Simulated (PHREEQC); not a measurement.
A column of 0.5 m (30 cells, dispersivity 0.025 m, 300 s a shift, diffusion coefficient 3e-10 m²/s) holds 0.011 eq of the database's cation exchanger X per kg of pore water, first in equilibrium with 0.05 mol BaCl2, 0.00057 mol KBr and 1e-05 mol HCl per kg of water. It is flushed with 0.017 mol/kgw SrCl2 and 1e-05 mol/kgw HCl, at 25 °C. Values are for the last cell. The system is closed to CO2. No solid was allowed to form.

The series has 31 steps of pore volumes, from 0 to 3.017.

Equilibrium calculation in PHREEQC: ion-association model, phreeqc.dat.

After how many pore volumes does Sr at the outlet first reach half of its feed value?

By 1.3 pore volumes.

Species that the database lacks are ignored.
